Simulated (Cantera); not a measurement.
Feed: 1 mol Ta, 1.9 mol CH4, at 12.0 mbar.

Cantera equilibrium calculation (NASA polynomials, part measured and part estimated; ideal gas, pure solids and liquids). Candidate condensed phases: C, C6H6, C7H8, C8H18, Ta, TaC; 77 gas species. TaC: taken at fixed stoichiometry. Condensed phases not in the tables: Ta2C. Rates play no part. All values below are at 2275 K.

Base state: H2 0.922, H 0.0744, C2H2 (acetylene) 0.00351, C2H 1.20e-5 (mole fractions); condensed: C(graphite) + TaC(s).

**Question.** What changes in the equilibrium state with this change: CH4 from 1.9 to 0.61 mol?

**Answer.** 
```tsv
species	before	after
H2	0.922	0.925
H	0.0744	0.0746
C2H2 (acetylene)	0.00351	1.27e-9
C2H	1.20e-5	<1e-9
C(graphite), mol	0.872	0
TaC(s), mol	1.00	0.610
Ta(s), mol	0	0.390
```
Mutual solubility and eutectic melting of coexisting phases are not modelled. Condensed phases not in the tables: Ta2C, N, O or C dissolved in the metal.
